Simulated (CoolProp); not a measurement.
Nitrogen at 298.15 K and 10.4 MPa flows at 0.32 m/s in a round tube of 6 mm bore and 0.25 µm roughness, fully developed (64/Re and Nu = 3.66 if laminar; Colebrook and Gnielinski if turbulent). Each further row changes one setting.

The numbers come from the reference Helmholtz-energy equation of state, Span 2000 in CoolProp.

| case | Reynolds number | Darcy friction factor | pressure drop (Pa/m) | heat-transfer coefficient (W/(m² K)) | mass flow (kg/h) |
|---|---|---|---|---|---|
| as stated | 11200 | 0.0300 | [?] | [?] | [?] |
| velocity 0.64 m/s | 22400 | 0.0253 | [?] | [?] | 7.62 |
| diameter 12 mm | 22400 | [?] | [?] | 153 | 15.2 |

Question: Complete the blanks.

Answer: 
- as stated, pressure drop (Pa/m): 30.0
- as stated, heat-transfer coefficient (W/(m² K)): 176
- as stated, mass flow (kg/h): 3.81
- velocity 0.64 m/s, pressure drop (Pa/m): 101
- velocity 0.64 m/s, heat-transfer coefficient (W/(m² K)): 307
- diameter 12 mm, Darcy friction factor: 0.0252
- diameter 12 mm, pressure drop (Pa/m): 12.6

Viscosity comes from a separate model (Lemmon 2004). Thermal conductivity comes from a separate model (Lemmon 2004).
